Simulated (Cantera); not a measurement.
What does this Cantera script print?

```python
import numpy as np
import cantera as ct

gas = ct.Solution("gri30.yaml")
gas.TPX = 1400, 1000000, {'CH3OH': 1, 'O2': 1.15, 'N2': 4.34}
reactor = ct.IdealGasConstPressureReactor(gas, energy="on", clone=False)
net = ct.ReactorNet([reactor])
net.rtol, net.atol = 1e-08, 1e-16
show = ['CH3OH', 'O2', 'H2O', 'H2', 'H']
times = np.geomspace(3e-06, 0.8, 14)

steps = ct.SolutionArray(gas, extra=["t"])
rows = []
print(f"{'t/s':>10s}{'T/K':>9s}{'P/Pa':>11s}" + "".join(f"{s:>11s}" for s in show))
for t in times:
    while net.time < t:
        t_next = net.step()
        steps.append(gas.state, t=t_next)
    rows.append([np.interp(t, steps.t, y) for y in (steps.T, steps.P, *steps(*show).X.T)])
    print(f"{t:10.3e}{rows[-1][0]:9.1f}{rows[-1][1]:11.4g}" + "".join(f"{x:11.3e}" for x in rows[-1][2:]))
rate = np.gradient(steps.T, steps.t)
print("integrator steps:", len(steps.t))
if steps.T.max() > steps.T[0] + 200:
    print(f"time of steepest temperature rise: {steps.t[rate.argmax()]:.4e} s")
gas.TPX = 1400, 1000000, {'CH3OH': 1, 'O2': 1.15, 'N2': 4.34}
gas.equilibrate("HP")
print(f"equilibrium (HP): T = {gas.T:.1f} K  " + "  ".join(f"{s} {gas[s].X[0]:.3e}" for s in show))
```

It prints:

```
       t/s      T/K       P/Pa      CH3OH         O2        H2O         H2          H
 3.000e-06   1400.0      1e+06  1.540e-01  1.772e-01  1.496e-05  1.097e-05  2.027e-08
 7.843e-06   1400.0      1e+06  1.540e-01  1.771e-01  4.285e-05  3.280e-05  2.596e-08
 2.051e-05   1400.2      1e+06  1.537e-01  1.769e-01  1.844e-04  1.318e-04  5.749e-08
 5.361e-05   1405.5      1e+06  1.498e-01  1.749e-01  2.439e-03  1.375e-03  4.862e-07
 1.402e-04   2833.9      1e+06  7.620e-14  2.707e-03  2.269e-01  3.438e-02  5.433e-03
 3.665e-04   2826.6      1e+06  7.988e-14  2.480e-03  2.266e-01  3.491e-02  5.342e-03
 9.581e-04   2822.3      1e+06  8.214e-14  2.354e-03  2.263e-01  3.522e-02  5.288e-03
 2.505e-03   2822.0      1e+06  8.227e-14  2.347e-03  2.263e-01  3.524e-02  5.285e-03
 6.549e-03   2822.0      1e+06  8.227e-14  2.347e-03  2.263e-01  3.524e-02  5.285e-03
 1.712e-02   2822.0      1e+06  8.227e-14  2.347e-03  2.263e-01  3.524e-02  5.285e-03
 4.477e-02   2822.0      1e+06  8.227e-14  2.347e-03  2.263e-01  3.524e-02  5.285e-03
 1.170e-01   2822.0      1e+06  8.227e-14  2.347e-03  2.263e-01  3.524e-02  5.285e-03
 3.060e-01   2822.0      1e+06  8.227e-14  2.347e-03  2.263e-01  3.524e-02  5.285e-03
 8.000e-01   2822.0      1e+06  8.227e-14  2.347e-03  2.263e-01  3.524e-02  5.285e-03
integrator steps: 1921
time of steepest temperature rise: 8.3701e-05 s
equilibrium (HP): T = 2822.0 K  CH3OH 8.537e-14  O2 2.347e-03  H2O 2.263e-01  H2 3.524e-02  H 5.285e-03
```

Cantera simulation using GRI-Mech 3.0 (53 species, 325 reactions); the numbers are that mechanism's predictions, not measurements. GRI-Mech 3.0 was tuned for natural gas; its chemistry of methanol as a main component is partial and can be far from experiment.
